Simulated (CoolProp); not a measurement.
CHF3 (R23) along the isobar 58.3 bar: fugacity coefficient from the reference equation and from simpler models built on Tc = 26.1 °C, pc = 48.32 bar, ω = 0.263; each cubic takes its own stable root.

Model: reference Helmholtz-energy equation of state, Penoncello 2003, in CoolProp.

| T (°C) | phase | reference |
|---|---|---|
| -145.95 | liquid | 5.571e-5 |
| -137.55 | liquid | 0.0001764 |
| -129.25 | liquid | 0.0004728 |
| -120.85 | liquid | 0.001129 |
| -112.45 | liquid | 0.002423 |
| -104.05 | liquid | 0.004751 |
| -95.75 | liquid | 0.008571 |
| -87.35 | liquid | 0.01459 |
| -78.95 | liquid | 0.02346 |
| -70.65 | liquid | 0.03575 |
| -62.25 | liquid | 0.05247 |
| -53.85 | liquid | 0.07415 |
| -45.55 | liquid | 0.1010 |
| -37.15 | liquid | 0.1340 |

### Question
How far does each simpler model (Soave-Redlich-Kwong, Peng-Robinson) lie from the reference over these 14 states: mean and median of the absolute difference, and the worst?

### Answer
- Soave-Redlich-Kwong: mean 3.5 %, median 3.6 %, worst +6.0 % at -37.15 °C and 58.3 bar
- Peng-Robinson: mean 2.4 %, median 1.8 %, worst +6.6 % at -145.95 °C and 58.3 bar
